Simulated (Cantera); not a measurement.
**Silicon etching in halogen gases: Si + Cl2 + N2**

A closed system holds: 1 mol Si, a varied amount of Cl2, 0.3 mol N2, held at 3.40e-5 bar.

Method: chemical equilibrium by Gibbs-energy minimisation in Cantera with the NASA 1993 tables (ideal gas, pure condensed phases). Candidate condensed phases: Si, Si3N4; 13 gas species. N2 is the only nitrogen source here; it is nearly inert below about 1500 K, so the nitride shown seldom forms there in practice. Mutual solubility and eutectic melting of coexisting phases are not modelled. The tables' values for SiCl3 are old estimates. The numbers say what is thermodynamically allowed, not how fast it happens.

Map the stable condensed phases over T = 1048, 1098, 1148, 1198, 1248, 1298, 1348, 1398, 1448, 1498, 1548 K and n(Cl2) in mol = 0.69, 1.8, 2.8, 3.9, 5, 6, 7.1.


```
T in K \ n(Cl2) in mol
         0.69  1.8  2.8  3.9    5    6  7.1
   1548     A    B    B    B    B    B    B
   1498     A    B    B    B    B    B    B
   1448     A    B    B    B    B    B    B
   1398     C    B    B    B    B    B    B
   1348     D    B    B    B    B    B    B
   1298     D    B    B    B    B    B    B
   1248     D    B    B    B    B    B    B
   1198     D    B    B    B    B    B    B
   1148     C    D    B    B    B    B    B
   1098     C    D    B    B    B    B    B
   1048     C    D    B    B    B    B    B
```
A: Si; B: gas only; C: Si + Si3N4; D: Si3N4.
